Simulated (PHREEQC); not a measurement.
A made-up water analysis in mg/L, 33 °C, pH 6.27, pe 8: Na 0.0649; K 0.0159; Ca 0.267; Mg 0.0398; Cl 0.134; S(6) as SO4 0.0641; Alkalinity as HCO3 0.873; O(0) (dissolved oxygen) 0.00534; Pb 0.000662; F 0.000847.

Na is adjusted to close the charge balance.
Valence states are taken as typed.

Computed with PHREEQC (ion-association model, wateq4f.dat).

```yaml
ionic_strength: 2.90e-5 mol/kgw
```

| species | molality | activity | log γ |
|---|---|---|---|
| CO2 | 1.64e-5 | 1.64e-5 | 0.000 |
| HCO3- | 1.48e-5 | 1.47e-5 | -0.003 |
| Ca+2 | 6.66e-6 | 6.49e-6 | -0.011 |
| Cl- | 3.78e-6 | 3.76e-6 | -0.003 |
| Na+ | 2.45e-6 | 2.44e-6 | -0.003 |
| Mg+2 | 1.64e-6 | 1.59e-6 | -0.011 |
| SO4-2 | 6.66e-7 | 6.49e-7 | -0.011 |
| H+ | 5.40e-7 | 5.37e-7 | -0.003 |
| K+ | 4.07e-7 | 4.04e-7 | -0.003 |
| O2 | 1.67e-7 | 1.67e-7 | 0.000 |
| F- | 4.45e-8 | 4.43e-8 | -0.003 |
| OH- | 3.35e-8 | 3.33e-8 | -0.003 |
| Pb+2 | 2.98e-9 | 2.90e-9 | -0.011 |
| CO3-2 | 1.52e-9 | 1.48e-9 | -0.011 |

No solid was allowed to form.
